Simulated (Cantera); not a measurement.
Cantera run, input and output.

```python
import numpy as np
import cantera as ct

gas = ct.Solution("h2o2.yaml")
gas.TPX = 598, 13332, {'H2': 1, 'O2': 0.5, 'N2': 1.88}
flame = ct.FreeFlame(gas, width=0.16)
flame.set_refine_criteria(ratio=3, slope=0.08, curve=0.16)
flame.transport_model = "mixture-averaged"
flame.solve(loglevel=0, auto=True)
z, T = flame.grid, flame.T
thick = (T[-1] - T[0]) / np.gradient(T, z).max()
show = ['H2', 'O2', 'O', 'H2O2', 'H', 'OH']
print(f"laminar burning velocity  {flame.velocity[0] * 100:.3f} cm/s")
print(f"burnt temperature         {T[-1]:.1f} K")
print(f"thermal thickness         {thick * 1e3:.4f} mm")
print(f"grid points               {len(z)}")
z0 = z[flame.heat_release_rate.argmax()]
print(f"{'z/mm':>9s}{'T/K':>9s}{'u/(m/s)':>9s}" + "".join(f"{s:>11s}" for s in show))
rows = []
for k in (-3, -2, -1.5, -1, -0.5, -0.25, 0, 0.25, 0.5, 1, 2, 4, 8):
    zz = z0 + k * thick
    rows.append([k * thick, np.interp(zz, z, T), np.interp(zz, z, flame.velocity),
                 *(np.interp(zz, z, flame.X[gas.species_index(s)]) for s in show)])
    print(f"{rows[-1][0] * 1e3:9.3f}{rows[-1][1]:9.1f}{rows[-1][2]:9.3f}" + "".join(f"{x:11.3e}" for x in rows[-1][3:]))
```

Output:

```
laminar burning velocity  592.057 cm/s
burnt temperature         2426.3 K
thermal thickness         6.5251 mm
grid points               139
     z/mm      T/K  u/(m/s)         H2         O2          O       H2O2          H         OH
  -19.575    598.0    5.921  2.959e-01  1.479e-01  4.406e-17  3.117e-16  1.865e-15  2.565e-18
  -13.050    598.0    5.921  2.959e-01  1.479e-01  4.380e-14  5.393e-16  2.273e-12  2.776e-15
   -9.788    598.0    5.921  2.959e-01  1.479e-01  3.157e-12  1.288e-14  2.122e-10  2.266e-13
   -6.525    598.0    5.921  2.959e-01  1.479e-01  1.228e-09  3.163e-11  1.133e-07  1.658e-10
   -3.263    603.4    5.969  2.948e-01  1.479e-01  5.940e-06  4.188e-07  2.440e-04  1.961e-05
   -1.631    712.9    6.985  2.746e-01  1.447e-01  2.318e-04  7.661e-07  7.942e-03  2.990e-04
    0.000   1105.5   10.503  1.372e-01  9.629e-02  7.859e-03  7.086e-07  6.674e-02  3.260e-03
    1.631   1380.3   12.946  5.008e-02  4.110e-02  1.573e-02  8.250e-07  9.059e-02  8.331e-03
    3.263   1499.3   13.957  4.720e-02  3.525e-02  1.616e-02  6.370e-07  8.125e-02  1.078e-02
    6.525   1640.0   15.117  4.904e-02  3.203e-02  1.532e-02  3.825e-07  6.736e-02  1.361e-02
   13.050   1796.5   16.368  4.951e-02  2.854e-02  1.355e-02  2.000e-07  5.275e-02  1.639e-02
   26.100   1959.7   17.630  4.789e-02  2.480e-02  1.107e-02  1.060e-07  3.882e-02  1.849e-02
   52.201   2120.1   18.829  4.408e-02  2.093e-02  8.298e-03  6.420e-08  2.664e-02  1.935e-02
```

Cantera simulation using the H2/O2 subset of GRI-Mech 3.0, which has no nitrogen chemistry; the numbers are that mechanism's predictions, not measurements. Burning velocities carry a grid error of a few per cent, more on coarse grids.
